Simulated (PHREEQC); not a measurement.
A made-up water analysis in mmol/kgw, 35 °C, pH 6.63:

```csv
constituent,mmol/kgw
Na,210
K,9.99
Ca,9.69
Mg,12.9
Cl,245
S(6),12.5
Alkalinity (meq/kgw),0.0379
Sr,0.029
```

Valence states are taken as typed.

Equilibrium calculation in PHREEQC: Pitzer model, pitzer.dat.

**Question.** The ionic strength comes out as 0.303 mol/kgw. What activity coefficients do HCO3-, Mg+2, SO4-2, K+, Na+ get?

**Answer.** HCO3- 0.73, Mg+2 0.27, SO4-2 0.15, K+ 0.70, Na+ 0.73. Single-ion values are on the MacInnes scale.

No solid was allowed to form. Species that the database lacks are ignored.
